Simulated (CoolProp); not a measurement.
Vapour pressure (bar) of nitrous oxide: the reference equation beside estimates from Tc = 309.5 K, pc = 72.45 bar, ω = 0.161. Clausius-Clapeyron is anchored at 218.6 K with a constant enthalpy of vaporisation of 14.63 kJ/mol.

The numbers come from the reference Helmholtz-energy equation of state, Lemmon 2006 in CoolProp. It is a short technical equation, of lower accuracy than the large ones.

```tsv
T (K)	reference	Clausius-Clapeyron	Redlich-Kwong	Soave-Redlich-Kwong
194.6	1.771	2.002	2.384	1.771
202.6	2.655	2.861	3.500	2.656
210.6	3.844	3.978	4.962	3.848
218.6	5.401	5.401	6.826	5.411
226.6	7.390	7.176	9.146	7.415
234.6	9.879	9.351	11.98	9.928
242.6	12.94	11.97	15.38	13.02
250.6	16.64	15.09	19.39	16.78
258.6	21.07	18.75	24.07	21.27
266.6	26.29	23.00	29.46	26.58
274.6	32.40	27.88	35.62	32.79
282.6	39.49	33.42	42.58	39.97
290.6	47.67	39.67	50.38	48.22
```

Absolute difference from the reference over all 13 rows, mean and median: Clausius-Clapeyron 9.2 and 9.3 %, Redlich-Kwong 19.4 and 18.9 %, Soave-Redlich-Kwong 0.6 and 0.6 %.
